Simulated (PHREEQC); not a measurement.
A solution holds 0.084 mol/kgw ZnCl2, 0.0068 mol/kgw NaCl and 0.00025 mol/kgw FeSO4, at 11 °C. Closed to the air; pH follows from the charge balance.

The numbers come from PHREEQC with the ion-association model, wateq4f.dat.

This is a speciation only: nothing precipitates in the calculation.

Q: Predict the pH.

A: pH 5.05.

Q: In which forms is S present?

A: ZnSO4 57 %, SO4-2 42 % of the S.

Species that the database lacks are ignored. Constants without temperature data keep their 25 °C values here.
